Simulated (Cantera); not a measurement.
A closed system holds: 1 mol Si, 0.25 mol N2O, 56 mol H2, at 1448.15 K and 3.40 mbar.

Equilibrium computed with Cantera from the NASA thermochemical tables; the gas is ideal and each condensed phase is pure. Candidate condensed phases: H2O, Si, SiO2, Si2N2O, Si3N4; 35 gas species. Mutual solubility and eutectic melting of coexisting phases are not modelled. Rates play no part.

Base state: H2 0.999, N2 0.000578, SiO 0.000578, H 0.000158 (mole fractions); condensed: Si(s) + Si2N2O(s).

Q: What changes in the equilibrium state with this change: 1.6 mol CO2 added?

A: 
```
species                before     after
-------------------  --------  --------
H2                      0.999     0.965
CO                          0    0.0276
N2                   0.000578   0.00431
SiO                  0.000578   0.00263
H2O                   1.87e-8   3.92e-5
H                    0.000158  0.000156
Si(s), mol              0.532         0
Si2N2O(s), mol          0.218         0
SiO2(β-quartz), mol         0     0.848
```
The tables hold silica as quartz up to 1696 K and as liquid above; real silica turns to tridymite and cristobalite and melts near 1996 K. Further candidate phases: C, C6H6, C7H8, C8H18, SiC.
